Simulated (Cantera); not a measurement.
A perfectly stirred reactor is fed with 18.6 % CH4, 80.0 % CO2, 1.43 % H2, at 293 Torr; it is held at 1623 K, and followed from long to short residence time.

Cantera simulation using GRI-Mech 3.0 (53 species, 325 reactions); the numbers are that mechanism's predictions, not measurements.

Problem. Predict: x(CH4) at τ = 0.990 s; x(CO2) at τ = 0.990 s; x(H2) at τ = 0.990 s; x(CH2) at τ = 0.990 s; x(C2H6) at τ = 0.990 s; x(CH4) at τ = 37.0 ms; x(CO2) at τ = 37.0 ms; x(H2) at τ = 37.0 ms; x(CH2) at τ = 37.0 ms; x(C2H6) at τ = 37.0 ms.

Solution. 
```
Quantity                   Value
----------------------  --------
x(CH4) at τ = 0.990 s     0.0236
x(CO2) at τ = 0.990 s      0.409
x(H2) at τ = 0.990 s      0.0544
x(CH2) at τ = 0.990 s    7.17e-8
x(C2H6) at τ = 0.990 s   2.33e-5
x(CH4) at τ = 37.0 ms      0.126
x(CO2) at τ = 37.0 ms      0.716
x(H2) at τ = 37.0 ms      0.0464
x(CH2) at τ = 37.0 ms    7.90e-8
x(C2H6) at τ = 37.0 ms  0.000276
```
